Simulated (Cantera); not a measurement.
A closed system holds: 1 mol Si, 3.3 mol HF, 0.57 mol H2, held at 0.220 bar.

Cantera equilibrium calculation (NASA polynomials, part measured and part estimated; ideal gas, pure solids and liquids). Candidate condensed phases: Si; 25 gas species. Rates play no part.

Over these rows the condensed part is Si(s). Partial pressures as log10 of bar:

| T (K) | 1000/T (1/K) | log p HF | log p H2 | log p SiF4 | log p SiHF3 |
|---|---|---|---|---|---|
| 723 | 1.3831 | -7.98 | -0.80 | -1.24 | -2.47 |
| 823 | 1.2151 | -6.84 | -0.80 | -1.25 | -2.41 |
| 923 | 1.0834 | -5.95 | -0.80 | -1.25 | -2.36 |
| 1023 | 0.9775 | -5.23 | -0.80 | -1.25 | -2.32 |
| 1123 | 0.8905 | ? | -0.80 | -1.25 | -2.30 |
| 1223 | 0.8177 | -4.16 | -0.80 | -1.26 | -2.28 |

Task: Fit log p(HF) = a + b·(1000/T) to the five rows, give the apparent enthalpy, and predict the row at 1123 K.

Result: Means: 1000/T = 1.0954, log p = -6.032. Sxy = -1.272551, Sxx = 0.1882611, so b = -6.76 and a = -6.032 − (-6.76)×1.0954 = 1.37.
Apparent enthalpy: −19.145 × (-6.76) = 129 kJ/mol. With the condensed phases at unit activity, 1/2 H2(g) + 1/4 SiF4(g) = HF(g) + 1/4 Si(s) links this pressure to the main gases: over the six rows their terms move log p by -0.01 in all, so the slope is close to that reaction's ΔH°. The five rows lie within 0.01 of the line.
Prediction at 1123 K: 1.37 + (-6.76)×0.8905 = -4.65. The computed value is -4.64, 0.01 from the line.
